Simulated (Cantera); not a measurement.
A Cantera script and its output.

```python
import numpy as np
import cantera as ct

gas = ct.Solution("h2o2.yaml")
gas.TPX = 900, 1333, {'H2': 0.0087, 'O2': 1, 'N2': 0.54}
inlet = ct.Reservoir(gas, clone=True)

reactor = ct.IdealGasConstPressureReactor(gas, energy="off", clone=False)
exhaust = ct.Reservoir(gas, clone=True)
tau = [20, 5.5, 1.5, 0.43, 0.12, 0.034, 0.0094][0]
for a, b in ((inlet, reactor), (reactor, exhaust)):
    ct.MassFlowController(a, b, mdot=lambda t: reactor.mass / tau)
net = ct.ReactorNet([reactor])
show = ['H2', 'O2', 'H2O2', 'H', 'OH', 'HO2', 'O']

rows = []
print(f"{'tau/s':>10s}{'T/K':>9s}" + "".join(f"{s:>11s}" for s in show))
for tau in [20, 5.5, 1.5, 0.43, 0.12, 0.034, 0.0094]:
    net.initial_time = 0.0
    net.advance(30 * tau)
    before = gas.X
    net.advance(40 * tau)
    drift = np.max(np.abs(gas.X - before) / (gas.X + 1e-9))
    rows.append([gas.T, *gas[show].X, drift])
    print(f"{tau:10.3e}{gas.T:9.1f}" + "".join(f"{x:11.3e}" for x in gas[show].X))
```

It prints:

```
     tau/s      T/K         H2         O2       H2O2          H         OH        HO2          O
 2.000e+01    900.0  6.283e-05  6.447e-01  1.114e-08  1.280e-06  2.008e-05  4.433e-07  6.186e-05
 5.500e+00    900.0  1.248e-04  6.446e-01  1.728e-08  4.539e-06  3.509e-05  7.615e-07  1.256e-04
 1.500e+00    900.0  2.468e-04  6.445e-01  2.725e-08  1.582e-05  6.261e-05  1.269e-06  2.453e-04
 4.300e-01    900.0  4.751e-04  6.444e-01  4.148e-08  4.986e-05  1.087e-04  1.951e-06  4.441e-04
 1.200e-01    900.0  9.319e-04  6.441e-01  6.023e-08  1.428e-04  1.834e-04  2.754e-06  7.473e-04
 3.400e-02    900.0  1.827e-03  6.440e-01  7.818e-08  3.034e-04  2.723e-04  3.412e-06  1.036e-03
 9.400e-03    900.0  3.576e-03  6.444e-01  7.117e-08  3.006e-04  2.788e-04  3.518e-06  8.711e-04
```

Detailed kinetics in Cantera: the H2/O2 subset of GRI-Mech 3.0, which has no nitrogen chemistry. Radical loss at walls, strong at low pressure, is not modelled. Below about 950 K walls govern HO2 and H2O2 in real vessels.
